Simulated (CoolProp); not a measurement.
Acetone at several states: fugacity coefficient from the reference equation and from simpler models built on Tc = 508.1 K, pc = 4692 kPa, ω = 0.307; each cubic takes its own stable root.

Model: reference Helmholtz-energy equation of state, Lemmon 2006, in CoolProp. It is a short technical equation, of lower accuracy than the large ones.

| T (K) | p (kPa) | phase | reference | van der Waals | Peng-Robinson |
|---|---|---|---|---|---|
| 426.4 | 4890 | liquid | 0.2216 | 0.4093 | 0.2337 |
| 474.1 | 22300 | liquid | 0.1467 | 0.2659 | 0.1645 |
| 445.2 | 76.1 | gas | 0.9897 | 0.9934 | 0.9908 |
| 341.2 | 555 | liquid | 0.2567 | 0.9114 | 0.2614 |

At some of these states van der Waals gives the other phase, because its saturation line lies elsewhere.
